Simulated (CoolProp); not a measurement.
Vapour-liquid equilibrium of n-butane (1) + R245fa (2) at 27.65 °C; x and y are mole fractions of (1).

Computed with CoolProp (multi-fluid Helmholtz-energy mixture model, Bücker 2006 and Akasaka 2015; pair parameters Bell 2016).

```tsv
x	bubble pressure (MPa)	y at the bubble point	dew pressure at overall composition x (MPa)	liquid density (mol/L)
0.05	0.2110	0.248	0.1716	9.877
0.125	0.2609	0.421	0.1848	9.801
0.2	0.2922	0.506	0.2000	9.730
0.275	0.3110	0.554	0.2177	9.669
0.35	0.3218	0.583	0.2383	9.617
0.425	0.3280	0.603	0.2624	9.578
0.5	0.3314	0.618	0.2900	9.553
0.575	0.3333	0.632	0.3189	9.543
0.65	0.3340	0.648	0.3340	9.550
0.725	0.3329	0.670	0.3246	9.574
0.8	0.3283	0.704	0.3084	9.615
0.875	0.3170	0.762	0.2912	9.673
0.95	0.2926	0.869	0.2745	9.746
```

y crosses x between x = 0.575 and 0.65: the model has an azeotrope there.

Pair parameters are fitted to limited data, so mixtures are less certain than the pure fluids. With so large a gap from Raoult's law the liquid may split in two, which this calculation doesn't test in full.
